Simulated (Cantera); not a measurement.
## Stirred combustor or abatement burner

A perfectly stirred reactor is fed with 8.66 % CO, 5.45 % H₂, 2.60 % CH₄, 17.5 % O₂, 65.8 % N₂, equivalence ratio 0.70, at 1.01 bar; it is adiabatic with a 598 K inlet, and is followed from long to short residence time, starting on the burning branch (τ in s: 0.088, 0.045, 0.023, 0.012, 0.006, 0.0031, 0.0016, 0.0008, 0.00041, 0.00021, 0.00011, 5.5e-05, 2.8e-05).

Cantera simulation using GRI-Mech 3.0 (53 species, 325 reactions); the numbers are that mechanism's predictions, not measurements.

```tsv
τ (s)	T (K)	x CO	x H₂	x CH₄	x C₂H₄	x HO₂	x O	x NO
0.088	2191	0.00378	0.000671	1.03e-6	7.84e-12	2.35e-6	0.000790	0.00163
0.045	2184	0.00448	0.000793	1.81e-6	2.18e-11	2.41e-6	0.000939	0.00104
0.023	2171	0.00568	0.00101	3.04e-6	5.18e-11	2.57e-6	0.00120	0.000662
0.012	2149	0.00751	0.00135	4.83e-6	1.03e-10	2.91e-6	0.00163	0.000425
0.0060	2116	0.0103	0.00189	7.76e-6	1.92e-10	3.67e-6	0.00234	0.000258
0.0031	2073	0.0137	0.00259	1.22e-5	3.33e-10	4.97e-6	0.00332	0.000154
0.0016	2018	0.0178	0.00348	1.96e-5	5.88e-10	7.03e-6	0.00461	9.26e-5
0.00080	1947	0.0227	0.00459	3.33e-5	1.14e-9	1.02e-5	0.00631	5.83e-5
0.00041	1867	0.0280	0.00576	5.85e-5	2.43e-9	1.43e-5	0.00815	4.12e-5
0.00021	1773	0.0345	0.00697	0.000111	6.08e-9	1.98e-5	0.00989	2.98e-5
0.00011	1666	0.0437	0.00817	0.000236	1.91e-8	2.73e-5	0.0108	1.93e-5
5.5e-5	1516	0.0614	0.0105	0.000724	1.24e-7	4.34e-5	0.00922	7.60e-6
2.8e-5	598	0.0866	0.0545	0.0260	<1e-12	<1e-12	<1e-12	<1e-12
```
x: mole fraction; the columns are a selection and need not sum to one.
